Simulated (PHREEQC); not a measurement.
A solution holds 0.21 mol/kgw HF and 0.029 mol/kgw NH4F, at 75 °C. Closed to the air; pH follows from the charge balance.

Computed with PHREEQC (ion-association model, phreeqc.dat).

Precipitation was switched off in this run.

Question: Order these F species by the share of F that they hold, largest first: HF, F-, HF2-.

Answer: HF (80 %), HF2- (12 %), F- (7.5 %)

The pH is 2.49 and the ionic strength 0.0328 mol/kgw. Away from 25 °C the constants follow the database's enthalpies or fits; those with neither stay at their 25 °C values.
